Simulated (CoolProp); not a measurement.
Vapour-liquid equilibrium of acetone (1) + cyclohexane (2) at 1.28 MPa; x and y are mole fractions of (1).

Values from CoolProp's multi-fluid Helmholtz-energy mixture model, Lemmon 2006 and Zhou 2014; pair parameters Bell 2016.

```csv
x,bubble temperature (K),y at the bubble point,dew temperature at overall composition x (K),liquid density (mol/L)
0.05,460.5,0.152,466.9,7.113
0.2,443.8,0.407,457.4,7.569
0.35,436.0,0.534,447.5,7.960
0.5,431.8,0.624,438.0,8.387
0.65,429.2,0.709,430.8,8.895
0.8,428.0,0.809,428.0,9.508
0.95,428.4,0.943,428.5,10.23
```

y crosses x between x = 0.8 and 0.95: the model has an azeotrope there.

Pair parameters are fitted to limited data, so mixtures are less certain than the pure fluids.
